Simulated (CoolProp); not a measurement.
Vapour-liquid equilibrium of carbon dioxide (1) + R134a (2) at -19.45 °C; x and y are mole fractions of (1).

Computed with CoolProp (multi-fluid Helmholtz-energy mixture model, Span 1996 and Tillner-Roth 1994; pair parameters Bell 2016).

| x | bubble pressure (MPa) | y at the bubble point | dew pressure at overall composition x (MPa) | liquid density (mol/L) |
|---|---|---|---|---|
| 0.05 | 0.2070 | 0.362 | 0.1427 | 13.62 |
| 0.125 | 0.3266 | 0.617 | 0.1543 | (withheld) |
| 0.2 | 0.4576 | 0.743 | (withheld) | 14.67 |
| 0.275 | 0.5957 | (withheld) | 0.1841 | 15.25 |
| 0.35 | 0.7373 | 0.862 | 0.2036 | 15.85 |
| 0.425 | 0.8797 | 0.894 | (withheld) | 16.50 |
| 0.5 | 1.021 | 0.917 | 0.2583 | (withheld) |
| 0.575 | 1.162 | 0.935 | 0.2984 | (withheld) |
| 0.65 | 1.301 | 0.949 | 0.3532 | 18.71 |
| 0.725 | 1.441 | 0.962 | 0.4329 | 19.57 |
| 0.8 | 1.585 | 0.973 | 0.5595 | 20.49 |
| 0.875 | 1.734 | 0.983 | 0.7904 | 21.49 |
| 0.95 | 1.892 | 0.993 | 1.309 | 22.59 |

Q: Complete the blanks.

A: 
- 0.125, liquid density (mol/L): 14.13
- 0.2, dew pressure at overall composition x (MPa): 0.1679
- 0.275, y at the bubble point: 0.816
- 0.425, dew pressure at overall composition x (MPa): 0.2277
- 0.5, liquid density (mol/L): 17.19
- 0.575, liquid density (mol/L): 17.92

No azeotrope shows between x = 0.05 and 0.95.

The pair parameters rest on a limited set of measurements; away from them the model extrapolates.
